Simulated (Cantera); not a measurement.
Charge: 1 mol n-butane, 1.6 mol H2O, 1.9 mol H2, held at 2798.15 K and 0.0490 bar.

These are equilibrium values from Cantera (NASA tables, ideal gas, pure condensed phases), not measurements of a reactor. Candidate condensed phases: C, C6H6, C7H8, C8H18, H2O; 110 gas species. Rates play no part.

Base state: H2 0.566, H 0.276, CO 0.136, C2H2 (acetylene) 0.0188, C2H 0.00115, C3 0.000630, C4H2 0.000259, C 0.000132 (mole fractions); condensed: C(graphite).

### Question
What changes in the equilibrium state with this change: pressure from 0.0490 bar to 0.00133 bar?

### Answer
```
species             before    after
----------------  --------  -------
H                    0.276    0.754
H2                   0.566    0.115
CO                   0.136   0.0936
C3                0.000630   0.0232
C2H2 (acetylene)    0.0188  0.00380
CH3                1.26e-5  1.89e-7
C4                 1.15e-6  4.23e-5
C                 0.000132  0.00484
C(graphite), mol      1.89    0.789
```
